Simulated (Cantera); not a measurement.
A perfectly stirred reactor is fed with CH₄ : H₂ : O₂ : N₂ = 1 : 0.27 : 3.62 : 19.5 (molar parts), equivalence ratio 0.59, at 330 Torr; it is adiabatic with a 648 K inlet, and is followed from long to short residence time, starting on the burning branch (τ in s: 0.062, 0.026, 0.011, 0.0049, 0.0021, 0.0009, 0.00039, 0.00017, 7.1e-05).

Computed with Cantera and GRI-Mech 3.0 (53 species, 325 reactions).

One state of this run: T (K) = 1588; x CH₄ = 0.000102; x H₂ = 0.00147; x O₂ = 0.0623; x NO₂ = 2.03e-9; x OH = 0.00274; x C₂H₄ = 1.06e-8; x O = 0.00188. x: mole fraction; the columns are a selection and need not sum to one.

Task: Which value of τ (s) does it belong to?
A) 0.00090
B) 0.0049
C) 0.0021
D) 0.026

Result: B, 0.0049
